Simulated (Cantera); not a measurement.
A closed system holds: 1 mol CuF₂, 0.69 mol H₂O, 0.23 mol N₂, held at 1348.15 K and 0.0150 bar.

Equilibrium computed with Cantera from the NASA thermochemical tables; the gas is ideal and each condensed phase is pure. Candidate condensed phases: Cu, CuF₂, CuO, Cu(OH)₂, Cu₂O, H₂O; 45 gas species. The numbers say what is thermodynamically allowed, not how fast it happens.

Base state: HF 0.602, CuF 0.139, N₂ 0.100, O₂ 0.0926, CuF₂ 0.0655, NO 0.000127, H₂O 2.39e-5 (mole fractions); condensed: Cu₂O(s).

**Question.** What changes in the equilibrium state with this change: temperature from 1348.15 K to 1800 K?

**Answer.** 
| species | before | after |
|---|---|---|
| HF | 0.602 | 0.479 |
| CuF | 0.139 | 0.262 |
| O₂ | 0.0926 | 0.119 |
| CuF₂ | 0.0655 | 0.000407 |
| Cu | 6.91e-6 | 0.0361 |
| H₂O | 2.39e-5 | 0.0160 |
| N₂ | 0.100 | 0.0848 |
| Cu₂ | <1e-9 | 6.92e-5 |
| H₂ | <1e-9 | 2.04e-5 |
| Cu₂O(s), mol | 0.265 | 0 |
| Cu(l), mol | 0 | 0.195 |

**Question.** What changes in the equilibrium state with this change: temperature from 1348.15 K to 1498 K?

**Answer.** 
| species | before | after |
|---|---|---|
| HF | 0.602 | 0.563 |
| CuF | 0.139 | 0.231 |
| O₂ | 0.0926 | 0.0993 |
| CuF₂ | 0.0655 | 0.0113 |
| N₂ | 0.100 | 0.0938 |
| Cu | 6.91e-6 | 0.000267 |
| OH | 6.47e-7 | 1.04e-5 |
| H₂O | 2.39e-5 | 0.000323 |
| O | 1.02e-6 | 1.02e-5 |
| Cu₂O(s), mol | 0.265 | 0.203 |

**Question.** What changes in the equilibrium state with this change: H₂O from 0.69 to 15 mol?

**Answer.** 
| species | before | after |
|---|---|---|
| H₂O | 2.39e-5 | 0.849 |
| HF | 0.602 | 0.121 |
| O₂ | 0.0926 | 0.0151 |
| CuF | 0.139 | 0.000149 |
| CuF₂ | 0.0655 | 4.76e-8 |
| N₂ | 0.100 | 0.0139 |
| H₂ | <1e-9 | 1.12e-5 |
| OH | 6.47e-7 | 7.76e-5 |
| Cu₂O(s), mol | 0.265 | 0.499 |
